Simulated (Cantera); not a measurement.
Input: 1 mol CuF₂, 0.24 mol HF, 140 mol H₂, held at 1000 K and 5.60 Pa.

These are equilibrium values from Cantera (NASA tables, ideal gas, pure condensed phases), not measurements of a reactor. Candidate condensed phases: Cu, CuF₂; 15 gas species. Kinetics and transport are ignored.

Problem. What is the equilibrium state?

Solution. 
```json
{
  "x(H₂)": "0.984",
  "x(HF)": "0.0159",
  "n(Cu(s))": "1.000 mol",
  "gas_amount": "141.2 mol",
  "log10 activity of CuF₂(s) (absent)": "-16.63"
}
```
